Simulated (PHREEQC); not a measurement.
Dissolve 1.7 mmol/kgw CdCl2, 140 mmol/kgw H3BO3 and 0.18 mmol/kgw MnSO4 at 20 °C. Closed to the air; pH follows from the charge balance.

Equilibrium calculation in PHREEQC: ion-association model, phreeqc.dat.

Each row changes one thing in this solution. No solid was allowed to form.

```tsv
case	pH	ionic strength (mol/kgw)	Cl- (mol/kgw)	Cd+2 (mol/kgw)	CdCl+ (mol/kgw)	H2BO3- (mol/kgw)
as made	5.07	0.00509	0.00310	0.00137	0.000294	9.25e-6
MnSO4 left out	5.07	0.00449	0.00309	0.00139	___	9.17e-6
MnSO4 from 0.00018 to 3.6e-05 mol/kgw	5.07	0.00461	0.00309	0.00139	___	9.19e-6
diluted 100-fold with water	6.07	___	3.39e-5	1.69e-5	5.21e-8	8.60e-7
temperature from 20 to 5 °C	5.13	0.00513	0.00311	0.00138	0.000284	7.95e-6
```

What belongs in the gaps?


- MnSO4 left out, CdCl+ (mol/kgw): 0.000303
- MnSO4 from 0.00018 to 3.6e-05 mol/kgw, CdCl+ (mol/kgw): 0.000302
- diluted 100-fold with water, ionic strength (mol/kgw): 5.89e-5

Away from 25 °C the constants follow the database's enthalpies or fits; those with neither stay at their 25 °C values.
